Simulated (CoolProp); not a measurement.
Saturated liquid density (kg/m³) of sulfur dioxide: the reference equation beside estimates from Tc = 157.5 °C, pc = 7.887 MPa, ω = 0.256.

The numbers come from the reference Helmholtz-energy equation of state, Gao 2016 in CoolProp.

| T (°C) | reference | Redlich-Kwong | Soave-Redlich-Kwong | Peng-Robinson |
|---|---|---|---|---|
| -3.65 | 1445 | ___ | 1295 | 1463 |
| 7.05 | 1416 | ___ | 1270 | ___ |
| 17.75 | 1387 | 1197 | 1243 | 1407 |
| 28.45 | 1357 | 1167 | 1215 | ___ |
| 39.15 | 1326 | 1135 | 1184 | 1342 |
| 49.85 | 1294 | 1102 | 1152 | 1306 |
| 60.55 | 1260 | 1066 | 1117 | 1267 |
| 71.25 | 1224 | 1028 | 1079 | 1225 |
| 82.05 | 1185 | 987.0 | ___ | 1178 |
| 92.75 | 1144 | 943.1 | 992.5 | 1126 |
| 103.45 | 1098 | 895.4 | 942.8 | 1069 |
| 114.15 | ___ | 842.8 | 887.1 | 1005 |
| 124.85 | 988.4 | 783.5 | 823.5 | 930.7 |
| 135.55 | 917.1 | 714.4 | 748.1 | 842.0 |

Question: What belongs in the gaps?

Answer: 
- -3.65, Redlich-Kwong: 1253
- 7.05, Redlich-Kwong: 1226
- 7.05, Peng-Robinson: 1436
- 28.45, Peng-Robinson: 1376
- 82.05, Soave-Redlich-Kwong: 1038
- 114.15, reference: 1047

Absolute difference from the reference over all 14 rows, mean and median: Redlich-Kwong 16.4 and 15.7 %, Soave-Redlich-Kwong 12.6 and 11.6 %, Peng-Robinson 2.2 and 1.4 %.
